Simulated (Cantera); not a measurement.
Feed: 1 mol (CH3)2SiCl2, 0.62 mol C2H4, 1.3 mol H2, equilibrated at 1348.15 K and 75.0 Torr.

Equilibrium computed with Cantera from the NASA thermochemical tables; the gas is ideal and each condensed phase is pure. Candidate condensed phases: C, C6H6, C7H8, C8H18, Si, SiC; 109 gas species. The feed counts by its element totals alone. The tables' values for SiCl3 are old estimates; treat these amounts as uncertain. Equilibrium is a limit: real reactors are often held back by kinetics, nucleation or transport.

Base state: H2 0.708, HCl 0.285, SiCl4 0.00385, SiCl2 0.00121, SiCl3 0.000965, SiHCl3 0.000543, CH4 0.000292, SiH2Cl2 1.12e-5 (mole fractions); condensed: C(graphite) + SiC(s).

What changes in the equilibrium state with this change: temperature from 1348.15 K to 2623 K?


```json
[
 {"species": "H2", "before": "0.708", "after": "0.586"},
 {"species": "HCl", "before": "0.285", "after": "0.186"},
 {"species": "H", "before": "6.17e-6", "after": "0.102"},
 {"species": "Si", "before": "<1e-9", "after": "0.0360"},
 {"species": "SiC2", "before": "<1e-9", "after": "0.0131"},
 {"species": "C2H2 (acetylene)", "before": "8.53e-7", "after": "0.0104"},
 {"species": "Cl", "before": "2.07e-6", "after": "0.0227"},
 {"species": "SiCl2", "before": "0.00121", "after": "0.0251"},
 {"species": "Si2C", "before": "<1e-9", "after": "0.00695"},
 {"species": "SiCl", "before": "2.34e-9", "after": "0.00828"},
 {"species": "SiH", "before": "<1e-9", "after": "0.00193"},
 {"species": "Si2", "before": "<1e-9", "after": "0.000360"},
 {"species": "SiH2", "before": "<1e-9", "after": "0.000288"},
 {"species": "C(graphite), mol", "before": "2.28", "after": "2.57"},
 {"species": "SiC(s), mol", "before": "0.957", "after": "0.258"}
]
```
The tables' values for SiCl, SiCl3 are old estimates; treat these amounts as uncertain. Gases not in the tables: Si2H6 and higher silanes.

What changes in the equilibrium state with this change: temperature from 1348.15 K to 2398.15 K?


| species | before | after |
|---|---|---|
| H2 | 0.708 | 0.677 |
| HCl | 0.285 | 0.235 |
| H | 6.17e-6 | 0.0410 |
| Cl | 2.07e-6 | 0.0101 |
| SiCl2 | 0.00121 | 0.0243 |
| Si | <1e-9 | 0.00400 |
| SiCl | 2.34e-9 | 0.00216 |
| SiC2 | <1e-9 | 0.000764 |
| Si2C | <1e-9 | 0.000435 |
| C(graphite), mol | 2.28 | 2.38 |
| SiC(s), mol | 0.957 | 0.779 |
The tables' values for SiCl, SiCl3 are old estimates; treat these amounts as uncertain. Gases not in the tables: Si2H6 and higher silanes.
